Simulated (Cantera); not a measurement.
An isothermal, constant-pressure homogeneous reactor starts with CH4 : O2 : N2 = 0.0042 : 0.036 : 1 (molar parts), at 1423 K and 10.0 bar. Integrator tolerance rtol = 1e-08.

Model: GRI-Mech 3.0 (53 species, 325 reactions), integrated in Cantera.

Problem. What does this change do: CH4 0.0042 to 0.00066 parts?

Solution. 
| quantity | before | after |
|---|---|---|
| x(CH4) at 2.00 s | <1e-12 (gas-phase equilibrium <1e-12) | <1e-12 (gas-phase equilibrium <1e-12) |
| x(O2) at 2.00 s | 0.0265 (gas-phase equilibrium 0.0264) | 0.0335 (gas-phase equilibrium 0.0333) |
| x(H2O) at 2.00 s | 0.00807 (gas-phase equilibrium 0.00807) | 0.00127 (gas-phase equilibrium 0.00127) |
| x(NO) at 2.00 s | 1.76e-7 (gas-phase equilibrium 0.000324) | 1.51e-7 (gas-phase equilibrium 0.000364) |
| x(H2O2) at 2.00 s | 5.40e-10 (gas-phase equilibrium 5.39e-10) | 9.56e-11 (gas-phase equilibrium 9.54e-11) |
